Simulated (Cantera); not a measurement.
Charge: 1 mol Fe2O3, 2.1 mol CH4, 1.1 mol H2, held at 1725 °C and 0.100 bar.

Cantera equilibrium calculation (NASA polynomials, part measured and part estimated; ideal gas, pure solids and liquids). Candidate condensed phases: C, C6H6, C7H8, C8H18, Fe, Fe(CO)5, FeO, Fe(OH)2, Fe(OH)3, Fe2O3, Fe3O4, H2O; 114 gas species. Equilibrium is a limit: real reactors are often held back by kinetics, nucleation or transport.

Base state: H2 0.600, CO 0.271, H2O 0.110, CO2 0.0109, H 0.00393, Fe 0.00357, OH 7.16e-5, Fe(OH)2 1.68e-5 (mole fractions); condensed: Fe(l).

**Question.** What changes in the equilibrium state with this change: H2 from 1.1 to 7.3 mol?

**Answer.** 
```
species      before    after
----------  -------  -------
H2            0.600    0.775
CO            0.271    0.151
H2O           0.110   0.0631
CO2          0.0109  0.00268
Fe          0.00357  0.00357
Fe(OH)2     1.68e-5  4.28e-6
FeO         1.30e-5  5.76e-6
OH          7.16e-5  3.61e-5
H           0.00393  0.00447
Fe(l), mol     1.97     1.95
```

**Question.** What changes in the equilibrium state with this change: Fe2O3 replaced by PbO?

**Answer.** 
```csv
species,before,after
H2,0.600,0.722
CO,0.271,0.137
Pb,0,0.137
CO2,0.0109,4.82e-8
H2O,0.110,1.17e-6
Fe,0.00357,0
C2H2 (acetylene),<1e-9,0.000547
OH,7.16e-5,<1e-9
CH4,<1e-9,2.22e-5
"Fe(l), mol",1.97,0
"C(graphite), mol",0,1.09
```
Further candidate phases: Pb, PbO, PbO2, Pb3O4.
